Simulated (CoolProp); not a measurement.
Vapour-liquid equilibrium of toluene (1) + ethylbenzene (2) at 548.3 K; x and y are mole fractions of (1).

The numbers come from the multi-fluid Helmholtz-energy mixture model, Lemmon 2006 and Zhou 2012; pair parameters Bell 2016 in CoolProp.

```json
[
 {"x": "0.05", "bubble pressure, mixture model (kPa)": "(withheld)", "bubble pressure, Raoult's law (kPa)": "1530", "y, mixture model": "0.067", "y, Raoult's law": "0.078"},
 {"x": "0.2", "bubble pressure, mixture model (kPa)": "(withheld)", "bubble pressure, Raoult's law (kPa)": "1663", "y, mixture model": "(withheld)", "y, Raoult's law": "0.285"},
 {"x": "0.35", "bubble pressure, mixture model (kPa)": "1768", "bubble pressure, Raoult's law (kPa)": "1796", "y, mixture model": "0.415", "y, Raoult's law": "0.462"},
 {"x": "0.5", "bubble pressure, mixture model (kPa)": "(withheld)", "bubble pressure, Raoult's law (kPa)": "1929", "y, mixture model": "(withheld)", "y, Raoult's law": "0.615"},
 {"x": "0.65", "bubble pressure, mixture model (kPa)": "2023", "bubble pressure, Raoult's law (kPa)": "2063", "y, mixture model": "0.709", "y, Raoult's law": "0.748"},
 {"x": "0.8", "bubble pressure, mixture model (kPa)": "(withheld)", "bubble pressure, Raoult's law (kPa)": "2196", "y, mixture model": "0.840", "y, Raoult's law": "0.865"},
 {"x": "0.95", "bubble pressure, mixture model (kPa)": "(withheld)", "bubble pressure, Raoult's law (kPa)": "2329", "y, mixture model": "0.962", "y, Raoult's law": "0.968"}
]
```

### Question
Some entries are withheld; supply them.

### Answer

- 0.05, bubble pressure, mixture model (kPa): 1526
- 0.2, bubble pressure, mixture model (kPa): 1647
- 0.2, y, mixture model: 0.250
- 0.5, bubble pressure, mixture model (kPa): 1892
- 0.5, y, mixture model: 0.567
- 0.8, bubble pressure, mixture model (kPa): 2164
- 0.95, bubble pressure, mixture model (kPa): 2319

The largest gap from Raoult's law is -1.9 % in bubble pressure, at x = 0.5. No azeotrope shows between x = 0.05 and 0.95.

Pair parameters are fitted to limited data, so mixtures are less certain than the pure fluids.
